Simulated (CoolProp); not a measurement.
Saturation properties of R142b.

Computed with CoolProp (reference Helmholtz-energy equation of state, Lemmon 2006). It is a short technical equation, of lower accuracy than the large ones.

```csv
T (K),p (bar),vapour Z,surface tension (mN/m)
302.9,3.899,0.8969,10.8
305.4,4.196,0.8917,10.5
307.9,4.511,0.8862,…
310.4,4.842,0.8807,9.90
312.9,5.192,0.8749,9.59
315.4,5.560,0.8689,9.29
317.9,…,0.8628,8.99
320.4,6.354,0.8565,8.69
322.9,6.781,…,8.39
325.4,7.229,0.8433,8.09
327.9,7.699,0.8364,7.80
330.4,8.191,0.8293,7.51
332.9,8.706,0.8220,7.22
335.4,9.245,0.8145,6.93
337.9,9.808,0.8068,6.65
```

Complete the blanks.


- 307.9, surface tension (mN/m): 10.2
- 317.9, p (bar): 5.947
- 322.9, vapour Z: 0.8500

It boils at 264.0 K under 1 atm.

Surface tension comes from a separate correlation (Mulero 2012).
